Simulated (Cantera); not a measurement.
A perfectly stirred reactor is fed with CH₄ : O₂ : N₂ : H₂O = 1 : 4.35 : 16.3 : 4.3 (molar parts), equivalence ratio 0.46, at 25000 Pa; it is adiabatic with a 450 K inlet, and is followed from long to short residence time, starting on the burning branch (τ in s: 0.056, 0.026, 0.012, 0.0056, 0.0026, 0.0012, 0.00055, 0.00025, 0.00012, 5.4e-05, 2.5e-05, 1.2e-05, 5.3e-06).

Detailed kinetics in Cantera: GRI-Mech 3.0 (53 species, 325 reactions).

Task: What does this change do: pressure from 25000 Pa to 101000 Pa?

Result: 
| quantity | before | after |
|---|---|---|
| state | not burning at any residence time tried | not reached |
| x(CH₄) at τ = 56.0 ms | 0.0385 | 0.000173 |
| x(O₂) at τ = 56.0 ms | 0.168 | 0.0916 |
| x(H₂O) at τ = 56.0 ms | 0.166 | 0.242 |
| x(CH₃) at τ = 56.0 ms | <1e-12 | 1.40e-5 |
| x(NO₂) at τ = 56.0 ms | <1e-12 | 2.82e-9 |
| x(CH₄) at τ = 0.550 ms | 0.0385 | 0.0385 |
| x(O₂) at τ = 0.550 ms | 0.168 | 0.168 |
| x(H₂O) at τ = 0.550 ms | 0.166 | 0.166 |
| x(CH₃) at τ = 0.550 ms | <1e-12 | <1e-12 |
| x(NO₂) at τ = 0.550 ms | <1e-12 | <1e-12 |
| blow-out, bracketed by the residence times tried | not reached | burning at 26.0 ms, out at 12.0 ms |

Task: What does this change do: pressure from 25000 Pa to 140000 Pa?

Result: 
```csv
quantity,before,after
state,not burning at any residence time tried,not reached
x(CH₄) at τ = 56.0 ms,0.0385,0.000261
x(O₂) at τ = 56.0 ms,0.168,0.0921
x(H₂O) at τ = 56.0 ms,0.166,0.242
x(CH₃) at τ = 56.0 ms,<1e-12,1.56e-5
x(NO₂) at τ = 56.0 ms,<1e-12,4.20e-9
x(CH₄) at τ = 0.550 ms,0.0385,0.0385
x(O₂) at τ = 0.550 ms,0.168,0.168
x(H₂O) at τ = 0.550 ms,0.166,0.166
x(CH₃) at τ = 0.550 ms,<1e-12,<1e-12
x(NO₂) at τ = 0.550 ms,<1e-12,<1e-12
"blow-out, bracketed by the residence times tried",not reached,"burning at 26.0 ms, out at 12.0 ms"
```
